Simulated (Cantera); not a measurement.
A closed system holds: 1 mol TiO2, 6.4 mol CO, 0.89 mol H2, equilibrated at 2.30 bar.

These are equilibrium values from Cantera (NASA tables, ideal gas, pure condensed phases), not measurements of a reactor. Candidate condensed phases: C, C6H6, C7H8, C8H18, H2O, Ti, TiC, TiO, TiO2, Ti2O3, Ti3O5, Ti4O7; 113 gas species. Mutual solubility and eutectic melting of coexisting phases are not modelled. Condensed phases not in the tables: Magnéli phases beyond Ti4O7. Gases not in the tables: TiO(OH)2. Rates play no part.

x: gas mole fraction; n: condensed amount in mol.

```
T (°C)   x CO    x CO2   x H2     x H2O       x CH4       x H  n C(graphite)  n TiO2(rutile)  n Ti4O7(s)  n Ti4O7(l)
------  -----  -------  -----  --------  ----------  --------  -------------  --------------  ----------  ----------
727     0.503    0.330  0.112    0.0513  (withheld)  5.01e-10           2.00            1.00           0           0
827     0.749    0.114  0.118    0.0182  (withheld)   5.85e-9          0.842            1.00           0           0
927     0.843   0.0309  0.120   0.00602  (withheld)   4.50e-8          0.256            1.00           0           0
1027    0.868  0.00896  0.121   0.00220  (withheld)   2.53e-7         0.0785            1.00           0           0
1127    0.875  0.00302  0.121  0.000909  (withheld)   1.12e-6         0.0274            1.00           0           0
1227    0.873  0.00541  0.120   0.00193  (withheld)   4.02e-6              0           0.787      0.0533           0
1327    0.869  0.00926  0.118   0.00379  (withheld)   1.23e-5              0           0.620      0.0951           0
1427    0.863   0.0150  0.115   0.00684  (withheld)   3.30e-5              0           0.363       0.159           0
1527    0.855   0.0229  0.111    0.0113  (withheld)   7.85e-5              0               0       0.250           0
1627    0.856   0.0223  0.110    0.0120  (withheld)  0.000174              0               0       0.250           0
1727    0.856   0.0216  0.109    0.0127  (withheld)  0.000354              0               0           0       0.250
1827    0.857   0.0211  0.109    0.0132  (withheld)  0.000677              0               0           0       0.250
1927    0.857   0.0206  0.108    0.0137  (withheld)   0.00122              0               0           0       0.250
```

Problem. What belongs in the gaps?

Solution. 
- 727, x CH4: 0.00276
- 827, x CH4: 0.00115
- 927, x CH4: 0.000520
- 1027, x CH4: 0.000264
- 1127, x CH4: 0.000146
- 1227, x CH4: 1.83e-5
- 1327, x CH4: 2.86e-6
- 1427, x CH4: 5.40e-7
- 1527, x CH4: 1.19e-7
- 1627, x CH4: 5.01e-8
- 1727, x CH4: 2.32e-8
- 1827, x CH4: 1.16e-8
- 1927, x CH4: 6.21e-9
